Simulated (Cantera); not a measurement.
Input (Python, Cantera):

```python
import numpy as np
import cantera as ct

gas = ct.Solution("gri30.yaml")
gas.TPX = 1100, 1333, {'C3H8': 1, 'H2': 67}
inlet = ct.Reservoir(gas, clone=True)

reactor = ct.IdealGasConstPressureReactor(gas, energy="off", clone=False)
exhaust = ct.Reservoir(gas, clone=True)
tau = [7, 2.9, 1.2, 0.48, 0.2, 0.08, 0.033, 0.013, 0.0055, 0.0022][0]
for a, b in ((inlet, reactor), (reactor, exhaust)):
    ct.MassFlowController(a, b, mdot=lambda t: reactor.mass / tau)
net = ct.ReactorNet([reactor])
show = ['C3H8', 'H2', 'CH3', 'C2H', 'C2H2', 'CH2', 'C2H4']

rows = []
print(f"{'tau/s':>10s}{'T/K':>9s}" + "".join(f"{s:>11s}" for s in show))
for tau in [7, 2.9, 1.2, 0.48, 0.2, 0.08, 0.033, 0.013, 0.0055, 0.0022]:
    net.initial_time = 0.0
    net.advance(30 * tau)
    before = gas.X
    net.advance(40 * tau)
    drift = np.max(np.abs(gas.X - before) / (gas.X + 1e-9))
    rows.append([gas.T, *gas[show].X, drift])
    print(f"{tau:10.3e}{gas.T:9.1f}" + "".join(f"{x:11.3e}" for x in gas[show].X))
```

Result:

```
     tau/s      T/K       C3H8         H2        CH3        C2H       C2H2        CH2       C2H4
 7.000e+00   1100.0  3.250e-04  9.703e-01  4.809e-06  2.131e-12  2.505e-03  2.599e-11  1.057e-02
 2.900e+00   1100.0  6.038e-04  9.709e-01  6.625e-06  1.746e-12  1.606e-03  4.588e-11  1.151e-02
 1.200e+00   1100.0  1.124e-03  9.716e-01  9.614e-06  1.258e-12  9.244e-04  8.388e-11  1.195e-02
 4.800e-01   1100.0  2.163e-03  9.729e-01  1.491e-05  7.384e-13  4.517e-04  1.584e-10  1.162e-02
 2.000e-01   1100.0  4.079e-03  9.749e-01  2.291e-05  3.200e-13  1.819e-04  2.698e-10  1.015e-02
 8.000e-02   1100.0  7.565e-03  9.783e-01  3.200e-05  7.188e-14  4.532e-05  3.602e-10  6.939e-03
 3.300e-02   1100.0  1.145e-02  9.821e-01  3.236e-05  7.095e-15  6.180e-06  2.841e-10  3.179e-03
 1.300e-02   1100.0  1.386e-02  9.845e-01  2.051e-05  2.092e-16  3.374e-07  1.026e-10  8.272e-04
 5.500e-03   1100.0  1.453e-02  9.851e-01  9.728e-06  3.790e-18  1.334e-08  2.227e-11  1.707e-04
 2.200e-03   1100.0  1.468e-02  9.853e-01  3.812e-06  3.867e-20  3.448e-10  3.215e-12  2.817e-05
```

Detailed kinetics in Cantera: GRI-Mech 3.0 (53 species, 325 reactions). GRI-Mech 3.0 was tuned for natural gas; its chemistry of propane as a main component is partial and can be far from experiment. GRI-Mech 3.0 stops at C3 and has no aromatics, soot or wall deposition, so with more carbon than oxygen in the feed, carbon stays in small species such as C2H2 where larger ones or solid carbon would form. Radical loss at walls, strong at low pressure, is not modelled.
